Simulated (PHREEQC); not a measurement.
Solution (50 °C): 0.0059 mol/kgw HBr, 0.04 mol/kgw AlCl3 and 5.2e-05 mol/kgw KCl. Closed to the air; pH follows from the charge balance.

Computed with PHREEQC (ion-association model, wateq4f.dat).

Question: The ionic strength comes out as 0.246 mol/kgw. What activity coefficients do Br-, K+, Cl-, Al+3, H+ get?

Answer: Br- 0.73, K+ 0.69, Cl- 0.69, Al+3 0.11, H+ 0.78.

This is a speciation only: nothing precipitates in the calculation. At this temperature some constants are extrapolated from 25 °C, and those without enthalpy data are left unchanged.
